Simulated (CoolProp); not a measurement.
Vapour pressure (MPa) of carbon monoxide: the reference equation beside estimates from Tc = -140.3 °C, pc = 3.498 MPa, ω = 0.050. Clausius-Clapeyron is anchored at -167.45 °C with a constant enthalpy of vaporisation of 4.813 kJ/mol.

The numbers come from the reference Helmholtz-energy equation of state, Lemmon 2006 in CoolProp. It is a short technical equation, of lower accuracy than the large ones.

```tsv
T (°C)	reference	Lee-Kesler	Clausius-Clapeyron	van der Waals	Soave-Redlich-Kwong	Peng-Robinson
-167.45	0.8111	0.8111	0.8111	1.307	0.8178	0.8125
-164.45	0.9840	0.9834	0.9435	1.487	0.9935	0.9861
-161.45	1.182	1.180	1.089	1.681	1.195	1.185
-158.35	1.415	1.412	1.252	1.897	1.431	1.420
-155.35	1.670	1.666	1.424	2.123	1.690	1.677
-152.35	1.956	1.952	1.609	2.364	1.979	1.966
-149.35	2.277	2.274	1.807	2.621	2.302	2.289
-146.35	2.636	2.634	2.018	2.895	2.660	2.649
-143.35	3.036	3.037	2.243	3.185	3.055	3.048
```

Absolute difference from the reference over all 9 rows, mean and median: Lee-Kesler 0.1 and 0.1 %, Clausius-Clapeyron 14.0 and 14.7 %, van der Waals 29.6 and 27.1 %, Soave-Redlich-Kwong 1.0 and 1.1 %, Peng-Robinson 0.4 and 0.4 %.
